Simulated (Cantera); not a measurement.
A closed system holds: 1 mol CH3F, 0.43 mol CH4, at 10.0 Torr.

These are equilibrium values from Cantera (NASA tables, ideal gas, pure condensed phases), not measurements of a reactor. Candidate condensed phases: C, C6H6, C7H8, C8H18; 95 gas species. Equilibrium is a limit: real reactors are often held back by kinetics, nucleation or transport. All values below are at 2225 K.

Base state: H2 0.612, HF 0.342, H 0.0439, C2H2 (acetylene) 0.00180, F 2.29e-5 (mole fractions); condensed: C(graphite).

Task: What changes in the equilibrium state with this change: CH3F replaced by CH3Cl?

Result: 
```json
[
 {"species": "H2", "before": "0.612", "after": "0.615"},
 {"species": "HCl", "before": "0", "after": "0.322"},
 {"species": "H", "before": "0.0439", "after": "0.0440"},
 {"species": "HF", "before": "0.342", "after": "0"},
 {"species": "Cl", "before": "0", "after": "0.0167"},
 {"species": "F", "before": "2.29e-5", "after": "0"},
 {"species": "C2H2 (acetylene)", "before": "0.00180", "after": "0.00180"},
 {"species": "C(graphite), mol", "before": "1.42", "after": "1.42"}
]
```
